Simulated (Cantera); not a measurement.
Input: 1 mol SiH4, a varied amount of N2O, held at 1648.15 K and 720 Torr.

Cantera equilibrium calculation (NASA polynomials, part measured and part estimated; ideal gas, pure solids and liquids). Candidate condensed phases: H2O, Si, SiO2, Si2N2O, Si3N4; 35 gas species. Mutual solubility and eutectic melting of coexisting phases are not modelled. The tables hold silica as quartz up to 1696 K and as liquid above; real silica turns to tridymite and cristobalite and melts near 1996 K. Kinetics and transport are ignored.

Q: At 0.72 mol N2O, list the 6 most abundant gas species with their mole fractions, and the condensed phases.

A: H2 0.871, N2 0.128, H2O 0.000443, SiO 0.000171, H 8.50e-5, NH3 1.15e-5. Condensed: SiO2(β-quartz) + Si2N2O(s).
